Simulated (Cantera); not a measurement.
A closed system holds: 1 mol trisilylamine, 0.21 mol NH₃, 76 mol H₂, equilibrated at 1.00 bar.

Method: chemical equilibrium by Gibbs-energy minimisation in Cantera with the NASA 1993 tables (ideal gas, pure condensed phases). Candidate condensed phases: Si, Si₃N₄; 18 gas species. The feed counts by its element totals alone. Mutual solubility and eutectic melting of coexisting phases are not modelled. Gases not in the tables: Si₂H₆ and higher silanes. Kinetics and transport are ignored.

x: gas mole fraction; n: condensed amount in mol.

```csv
T (K),x H₂,x N₂,x H,x SiH₂,x SiH,n Si(s),n Si₃N₄(s),n Si(l)
1398,1.000,5.48e-6,4.73e-6,3.66e-7,3.93e-9,2.09,0.302,0
1448,1.000,1.64e-5,9.22e-6,7.48e-7,1.17e-8,2.09,0.302,0
1498,1.000,___,___,___,___,2.10,0.301,0
1548,1.000,0.000118,3.08e-5,2.73e-6,8.41e-8,2.11,0.298,0
1598,1.000,0.000289,5.32e-5,4.89e-6,2.05e-7,2.13,0.291,0
1648,0.999,0.000668,8.90e-5,8.47e-6,4.74e-7,2.17,0.275,0
1698,0.998,___,___,___,___,0,___,___
1748,0.996,0.00367,0.000228,2.04e-5,1.93e-6,0,0.154,2.54
1798,0.992,0.00743,0.000351,2.93e-5,3.53e-6,0,0,3.00
```

Task: Some entries are withheld; supply them.

Result: 
- 1498, x N₂: 4.56e-5
- 1498, x H: 1.72e-5
- 1498, x SiH₂: 1.46e-6
- 1498, x SiH: 3.25e-8
- 1698, x N₂: 0.00150
- 1698, x H: 0.000144
- 1698, x SiH₂: 1.39e-5
- 1698, x SiH: 1.02e-6
- 1698, n Si₃N₄(s): 0.242
- 1698, n Si(l): 2.27
